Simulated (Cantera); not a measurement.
What does this Cantera script print?

```python
import numpy as np
import cantera as ct

gas = ct.Solution("h2o2.yaml")
gas.TPX = 625, 101325, {'H2': 1, 'O2': 0.617, 'N2': 2.32}
flame = ct.FreeFlame(gas, width=0.04)
flame.set_refine_criteria(ratio=3, slope=0.08, curve=0.16)
flame.transport_model = "mixture-averaged"
flame.solve(loglevel=0, auto=True)
z, T = flame.grid, flame.T
thick = (T[-1] - T[0]) / np.gradient(T, z).max()
show = ['H2', 'O2', 'H2O', 'O', 'OH', 'H2O2']
print(f"laminar burning velocity  {flame.velocity[0] * 100:.3f} cm/s")
print(f"burnt temperature         {T[-1]:.1f} K")
print(f"thermal thickness         {thick * 1e3:.4f} mm")
print(f"grid points               {len(z)}")
z0 = z[flame.heat_release_rate.argmax()]
print(f"{'z/mm':>9s}{'T/K':>9s}{'u/(m/s)':>9s}" + "".join(f"{s:>11s}" for s in show))
rows = []
for k in (-3, -2, -1.5, -1, -0.5, -0.25, 0, 0.25, 0.5, 1, 2, 4, 8):
    zz = z0 + k * thick
    rows.append([k * thick, np.interp(zz, z, T), np.interp(zz, z, flame.velocity),
                 *(np.interp(zz, z, flame.X[gas.species_index(s)]) for s in show)])
    print(f"{rows[-1][0] * 1e3:9.3f}{rows[-1][1]:9.1f}{rows[-1][2]:9.3f}" + "".join(f"{x:11.3e}" for x in rows[-1][3:]))
```

Output:

```
laminar burning velocity  681.678 cm/s
burnt temperature         2390.8 K
thermal thickness         0.4577 mm
grid points               130
     z/mm      T/K  u/(m/s)         H2         O2        H2O          O         OH       H2O2
   -1.373    625.0    6.817  2.540e-01  1.567e-01  9.652e-13  8.222e-16  3.384e-17  1.660e-15
   -0.915    625.0    6.817  2.540e-01  1.567e-01  1.987e-10  7.175e-13  3.051e-14  4.858e-13
   -0.687    625.0    6.817  2.540e-01  1.567e-01  2.341e-09  1.691e-11  7.618e-13  6.998e-12
   -0.458    625.0    6.816  2.539e-01  1.567e-01  2.491e-07  3.688e-09  3.404e-10  1.215e-09
   -0.229    640.6    6.949  2.491e-01  1.571e-01  8.008e-04  9.562e-06  5.324e-05  3.625e-06
   -0.114    832.4    8.822  2.156e-01  1.526e-01  1.875e-02  3.933e-04  7.896e-04  1.362e-05
    0.000   1249.5   12.815  1.178e-01  1.137e-01  1.029e-01  6.220e-03  4.202e-03  6.410e-06
    0.114   1551.7   15.720  4.585e-02  6.366e-02  1.882e-01  1.384e-02  1.091e-02  3.366e-06
    0.229   1701.1   17.112  3.199e-02  5.040e-02  2.108e-01  1.492e-02  1.436e-02  1.898e-06
    0.458   1859.0   18.517  2.830e-02  4.549e-02  2.231e-01  1.294e-02  1.687e-02  9.966e-07
    0.915   2018.1   19.883  2.418e-02  4.189e-02  2.359e-01  9.843e-03  1.809e-02  5.633e-07
    1.831   2160.3   21.062  1.852e-02  3.878e-02  2.493e-01  6.705e-03  1.760e-02  3.701e-07
    3.661   2275.7   21.991  1.245e-02  3.640e-02  2.619e-01  4.072e-03  1.552e-02  2.816e-07
```

Computed with Cantera and the H2/O2 subset of GRI-Mech 3.0, which has no nitrogen chemistry. Burning velocities carry a grid error of a few per cent, more on coarse grids.
